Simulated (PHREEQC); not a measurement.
A PHREEQC input (ion-association model, wateq4f.dat):

```
SOLUTION 1
  temp 25
  units mg/kgw
  pH 7.31
  pe 1.7
  Na 154
  K 0.991
  Ca 118
  Mg 1.24
  Cl 43.7 charge
  Li 0.1 charge
  S(6) 134 as SO4
  Alkalinity 498 as HCO3
  F 0.341
  Zn 21
  Ba 2.75
  Si 5.1 as SiO2
  B 0.0257
END
USE solution 1
EQUILIBRIUM_PHASES 1
  Gypsum 0 0
  Fluorite 0 0
  CO2(g) -2 10
END
```

It stops with these messages:

```
ERROR: Charge balance specified for more than one species.
ERROR: Program terminating due to input errors.
```

The fault: two constituents marked charge. The line should read `Cl 43.7` where the input has `Cl 43.7 charge / Li 0.1 charge`. With the mend the run ends at pH 7.63 and ionic strength 0.0155 mol/kgw.
